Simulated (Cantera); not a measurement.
Input: 1 mol CsCl, 0.021 mol HCl, 0.11 mol H2, at 1823 K and 29.0 mbar.

These are equilibrium values from Cantera (NASA tables, ideal gas, pure condensed phases), not measurements of a reactor. Candidate condensed phases: Cs, CsCl; 9 gas species. Kinetics and transport are ignored.

Base state: CsCl 0.878, H2 0.0953, HCl 0.0216, Cs 0.00319, Cs2Cl2 0.00137, H 0.000785, Cl 0.000136 (mole fractions); condensed: gas only.

### Question
What changes in the equilibrium state with this change: pressure from 29.0 mbar to 0.100 bar?

### Answer
```
species    before     after
-------  --------  --------
CsCl        0.878     0.876
H2         0.0953    0.0965
HCl        0.0216    0.0204
Cs2Cl2    0.00137   0.00472
Cs        0.00319   0.00183
Cl       0.000136   6.86e-5
H        0.000785  0.000426
```

### Question
What changes in the equilibrium state with this change: CsCl replaced by LiCl?

### Answer
```
species    before     after
-------  --------  --------
LiCl            0     0.879
H2         0.0953    0.0968
HCl        0.0216    0.0193
CsCl        0.878         0
Cs        0.00319         0
Li2Cl2          0   0.00306
Cs2Cl2    0.00137         0
Li              0  0.000760
Cl       0.000136  0.000120
H        0.000785  0.000791
```
Further candidate phases: Li, LiCl, LiH.
